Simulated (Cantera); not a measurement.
A closed system holds: 1 mol Si2Cl6, 260 mol H2, held at 650 °C and 0.400 bar.

Method: chemical equilibrium by Gibbs-energy minimisation in Cantera with the NASA 1993 tables (ideal gas, pure condensed phases). Candidate condensed phases: Si; 19 gas species. The feed counts by its element totals alone. The tables' values for SiCl3 are old estimates; treat these amounts as uncertain. Rates play no part.

Base state: H2 0.991, SiHCl3 0.00301, HCl 0.00297, SiCl4 0.00253, SiH2Cl2 0.000350, SiCl3 2.84e-5, SiCl2 1.28e-5, SiH3Cl 1.00e-5 (mole fractions); condensed: Si(s).

Problem. What changes in the equilibrium state with this change: Si2Cl6 replaced by SiH2Cl2?

Solution. 
| species | before | after |
|---|---|---|
| H2 | 0.991 | 0.996 |
| HCl | 0.00297 | 0.00205 |
| SiHCl3 | 0.00301 | 0.000982 |
| SiCl4 | 0.00253 | 0.000567 |
| SiCl3 | 2.84e-5 | 9.25e-6 |
| SiCl2 | 1.28e-5 | 6.07e-6 |
| SiH2Cl2 | 0.000350 | 0.000166 |
| SiH3Cl | 1.00e-5 | 6.96e-6 |
| Si(s), mol | 0.446 | 0.545 |

Problem. What changes in the equilibrium state with this change: temperature from 650 °C to 1525 °C?

Solution. 
```csv
species,before,after
H2,0.991,0.978
HCl,0.00297,0.0202
SiCl2,1.28e-5,0.00129
SiHCl3,0.00301,1.09e-6
H,<1e-9,0.000551
SiH2,<1e-9,2.89e-5
"Si(s), mol",0.446,0
"Si(l), mol",0,1.64
```
Gases not in the tables: Si2H6 and higher silanes.
